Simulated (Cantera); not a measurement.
A Cantera script and its output.

```python
import numpy as np
import cantera as ct

gas = ct.Solution("gri30.yaml")
gas.TPX = 1098, 101325, {'N2O': 1, 'H2O': 0.13}
inlet = ct.Reservoir(gas, clone=True)

reactor = ct.IdealGasConstPressureReactor(gas, energy="off", clone=False)
exhaust = ct.Reservoir(gas, clone=True)
tau = [0.44, 0.16, 0.055, 0.019, 0.0067, 0.0024, 0.00083, 0.00029, 0.0001][0]
for a, b in ((inlet, reactor), (reactor, exhaust)):
    ct.MassFlowController(a, b, mdot=lambda t: reactor.mass / tau)
net = ct.ReactorNet([reactor])
show = ['N2O', 'H2O', 'OH', 'H2O2', 'H2']

rows = []
print(f"{'tau/s':>10s}{'T/K':>9s}" + "".join(f"{s:>11s}" for s in show))
for tau in [0.44, 0.16, 0.055, 0.019, 0.0067, 0.0024, 0.00083, 0.00029, 0.0001]:
    net.initial_time = 0.0
    net.advance(30 * tau)
    before = gas.X
    net.advance(40 * tau)
    drift = np.max(np.abs(gas.X - before) / (gas.X + 1e-9))
    rows.append([gas.T, *gas[show].X, drift])
    print(f"{tau:10.3e}{gas.T:9.1f}" + "".join(f"{x:11.3e}" for x in gas[show].X))
```

Output:

```
     tau/s      T/K        N2O        H2O         OH       H2O2         H2
 4.400e-01   1098.0  8.291e-01  1.128e-01  8.852e-06  6.543e-08  2.055e-08
 1.600e-01   1098.0  8.634e-01  1.142e-01  7.688e-06  7.002e-08  3.219e-08
 5.500e-02   1098.0  8.774e-01  1.147e-01  6.469e-06  8.976e-08  4.911e-08
 1.900e-02   1098.0  8.823e-01  1.149e-01  5.507e-06  1.161e-07  5.422e-08
 6.700e-03   1098.0  8.840e-01  1.150e-01  4.673e-06  1.287e-07  3.720e-08
 2.400e-03   1098.0  8.846e-01  1.150e-01  3.826e-06  9.790e-08  1.615e-08
 8.300e-04   1098.0  8.848e-01  1.150e-01  2.813e-06  2.905e-08  4.386e-09
 2.900e-04   1098.0  8.849e-01  1.150e-01  1.588e-06  2.158e-09  7.508e-10
 1.000e-04   1098.0  8.849e-01  1.150e-01  6.445e-07  7.995e-11  8.477e-11
```

Cantera simulation using GRI-Mech 3.0 (53 species, 325 reactions); the numbers are that mechanism's predictions, not measurements. GRI-Mech 3.0 was tuned for natural gas; its chemistry of N2O as a main component is partial and can be far from experiment. The mechanism lacks the step 2 NO + O2 → 2 NO2, which can matter for NO2 below about 1400 K. The temperature is held fixed by assumption; the heat of reaction is taken as removed at once.
